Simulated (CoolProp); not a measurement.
A simple Rankine cycle with R134a: condensing at 317.15 K, boiler at 3.33 MPa, turbine inlet 366.5 K, turbine efficiency 0.7, pump efficiency 0.7, no recuperator. Each further row changes one setting.

The numbers come from the reference Helmholtz-energy equation of state, Tillner-Roth 1994 in CoolProp.

```json
[
 {"case": "as stated", "thermal efficiency (%)": "6.4", "net work (kJ/kg)": "___", "heat in (kJ/kg)": "165", "turbine exit temperature (K)": "317.1", "volume ratio over the turbine": "3.70"},
 {"case": "turbine inlet 386.5 K", "thermal efficiency (%)": "___", "net work (kJ/kg)": "14.1", "heat in (kJ/kg)": "202", "turbine exit temperature (K)": "343.3", "volume ratio over the turbine": "3.28"},
 {"case": "condensing temperature 309.15 K", "thermal efficiency (%)": "7.5", "net work (kJ/kg)": "13.3", "heat in (kJ/kg)": "177", "turbine exit temperature (K)": "309.1", "volume ratio over the turbine": "___"},
 {"case": "boiler pressure 2.33 MPa", "thermal efficiency (%)": "5.1", "net work (kJ/kg)": "9.80", "heat in (kJ/kg)": "___", "turbine exit temperature (K)": "339.1", "volume ratio over the turbine": "2.19"},
 {"case": "turbine efficiency 0.6", "thermal efficiency (%)": "5.3", "net work (kJ/kg)": "___", "heat in (kJ/kg)": "165", "turbine exit temperature (K)": "317.1", "volume ratio over the turbine": "3.74"}
]
```

### Question
Some entries are withheld; supply them.

### Answer

- as stated, net work (kJ/kg): 10.6
- turbine inlet 386.5 K, thermal efficiency (%): 7.0
- condensing temperature 309.15 K, volume ratio over the turbine: 4.66
- boiler pressure 2.33 MPa, heat in (kJ/kg): 193
- turbine efficiency 0.6, net work (kJ/kg): 8.70

The expansion ends wet for: as stated; condensing temperature 309.15 K; turbine efficiency 0.6.
